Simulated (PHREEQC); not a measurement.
Solution (75 °C): 0.039 mol HF per kg of water. Closed to the air; pH follows from the charge balance.

Computed with PHREEQC (ion-association model, phreeqc.dat).

```csv
quantity,before,after
pH,2.50,1.26
ionic strength (mol/kgw),0.00341,0.102
HF (mol/kgw),0.0351,0.0304
F- (mol/kgw),0.00296,0.000191
HF2- (mol/kgw),0.000451,2.52e-5
```

Task: What was changed between the two runs?
A. HF from 0.039 to 0.0585 mol/kgw
B. temperature from 75 to 15 °C
C. HF replaced by H2SiF6 at the same molality
D. HF from 0.039 to 0.0351 mol/kgw
E. diluted 10-fold with water

Result: C, HF replaced by H2SiF6 at the same molality

No solid was allowed to form. Some of these states are supersaturated (in SiO2(a), Quartz (slow to form), for instance). Constants without temperature data keep their 25 °C values here. SiF6-2 is the database's only silicon fluoride.
